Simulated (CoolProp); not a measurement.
Octamethylcyclotetrasiloxane (D4) along the isobar 297 kPa: density (kg/m³) from the reference equation and from simpler models built on Tc = 586.5 K, pc = 1347 kPa, ω = 0.598; each cubic takes its own stable root.

The numbers come from the reference Helmholtz-energy equation of state, Thol 2015 in CoolProp.

| T (K) | phase | reference | van der Waals | Redlich-Kwong | Soave-Redlich-Kwong |
|---|---|---|---|---|---|
| 317.7 | liquid | 928.8 | 526.1 | 777.7 | 825.8 |
| 340.8 | liquid | 902.1 | 513.3 | 756.3 | 808.5 |
| 364 | liquid | 874.8 | 499.6 | 733.1 | 789.2 |
| 387.1 | liquid | 846.9 | 484.7 | 708.1 | 767.7 |
| 410.3 | liquid | 817.9 | 468.4 | 680.6 | 743.3 |
| 433.4 | liquid | 787.7 | 28.95 | 650.5 | 715.8 |
| 456.6 | liquid | 755.5 | 26.82 | 616.5 | 684.0 |
| 479.7 | liquid | 720.5 | 25.04 | 25.99 | 646.7 |
| 502.8 | gas | 25.09 | 23.52 | 24.19 | 24.83 |
| 526 | gas | 23.17 | 22.19 | 22.67 | 23.03 |
| 549.1 | gas | 21.65 | 21.03 | 21.37 | 21.55 |
| 572.3 | gas | 20.37 | 19.99 | 20.24 | 20.30 |
| 595.4 | gas | 19.28 | 19.07 | 19.25 | 19.22 |
| 618.6 | gas | 18.33 | 18.23 | 18.36 | 18.27 |

At some of these states van der Waals, Redlich-Kwong gives the other phase, because its saturation line lies elsewhere.
